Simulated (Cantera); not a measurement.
**Aluminium nitride and oxide growth: AlCl3 + H2O + N2**

Feed: 1 mol AlCl3, 0.76 mol H2O, 13 mol N2, equilibrated at 5.63 Torr.

Cantera equilibrium calculation (NASA polynomials, part measured and part estimated; ideal gas, pure solids and liquids). Candidate condensed phases: Al, AlCl3, AlN, Al2O3, H2O, NH4Cl; 45 gas species. The tables' values for AlCl2 are old estimates; treat these amounts as uncertain. Condensed phases not in the tables: AlOCl. Kinetics and transport are ignored.

From 773 K to 2273 K the condensed part is Al2O3(s). The main Al-bearing gas is AlCl3 at 773 K and AlCl at 2273 K.

| T (K) | x N2 | x HCl | x Cl | x AlCl3 | x AlCl | n Al2O3(s) |
|---|---|---|---|---|---|---|
| 773 | 0.866 | 0.101 | 7.58e-9 | 0.0328 | <1e-12 | 0.253 |
| 923 | 0.866 | 0.101 | 4.61e-7 | 0.0329 | <1e-12 | 0.253 |
| 1073 | 0.866 | 0.101 | 7.38e-6 | 0.0329 | 1.31e-12 | 0.253 |
| 1223 | 0.866 | 0.101 | 5.67e-5 | 0.0329 | 9.75e-10 | 0.253 |
| 1373 | 0.866 | 0.101 | 0.000281 | 0.0328 | 1.68e-7 | 0.253 |
| 1523 | 0.865 | 0.100 | 0.00106 | 0.0326 | 9.66e-6 | 0.253 |
| 1673 | 0.864 | 0.0992 | 0.00345 | 0.0313 | 0.000214 | 0.253 |
| 1823 | 0.858 | 0.0976 | 0.0106 | 0.0265 | 0.00190 | 0.253 |
| 1973 | 0.843 | 0.0947 | 0.0279 | 0.0159 | 0.00811 | 0.252 |
| 2123 | 0.822 | 0.0885 | 0.0525 | 0.00462 | 0.0188 | 0.248 |
| 2273 | 0.806 | 0.0757 | 0.0728 | 0.000668 | 0.0257 | 0.239 |
x: gas mole fraction; n: condensed amount in mol.
